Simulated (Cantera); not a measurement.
**Adiabatic ignition**

An adiabatic, constant-volume homogeneous reactor starts with CO : H2 : CH4 : O2 : N2 : H2O = 1 : 0.16 : 1 : 4.53 : 17 : 0.63 (molar parts), at 1300 K and 0.987 atm.

Model: GRI-Mech 3.0 (53 species, 325 reactions), integrated in Cantera.

```
t (s)     T (K)  P (bar)     x CO     x H2   x CH4   x C2H   x H2O    x H2O2
--------  -----  -------  -------  -------  ------  ------  ------  --------
7.00e-6    1300     1.00   0.0411  0.00658  0.0411  <1e-12  0.0259  4.59e-11
2.11e-5    1300     1.00   0.0411  0.00658  0.0411  <1e-12  0.0259  3.75e-10
6.38e-5    1300     1.00   0.0411  0.00658  0.0411  <1e-12  0.0259   2.46e-9
0.000192   1300     1.00   0.0411  0.00658  0.0411  <1e-12  0.0259   1.04e-8
0.000581   1300     1.00   0.0411  0.00656  0.0411  <1e-12  0.0260   5.30e-8
0.00175    1316     1.01   0.0412  0.00649  0.0390  <1e-12  0.0278   1.14e-6
0.00529    2571     1.95  0.00998  0.00228  <1e-12  <1e-12   0.107   3.44e-7
0.0160     2560     1.94  0.00968  0.00222  <1e-12  <1e-12   0.107   3.29e-7
0.0482     2559     1.94  0.00965  0.00222  <1e-12  <1e-12   0.107   3.28e-7
0.145      2559     1.94  0.00965  0.00222  <1e-12  <1e-12   0.107   3.28e-7
0.439      2559     1.94  0.00965  0.00222  <1e-12  <1e-12   0.107   3.28e-7
1.33       2559     1.94  0.00965  0.00222  <1e-12  <1e-12   0.107   3.28e-7
4.00       2559     1.94  0.00965  0.00222  <1e-12  <1e-12   0.107   3.28e-7
```
x: mole fraction; the columns are a selection and need not sum to one.

The time of steepest temperature rise is 2.39 ms. The temperature at 4.00 s is 2559 K, the equilibrium temperature comes out as 2559 K and the x(CO) at 4.00 s is 0.00965 (gas-phase equilibrium 0.00965). The x(H2) at 4.00 s is 0.00222 (gas-phase equilibrium 0.00222) and the x(CH4) at 4.00 s comes out as <1e-12 (gas-phase equilibrium <1e-12).
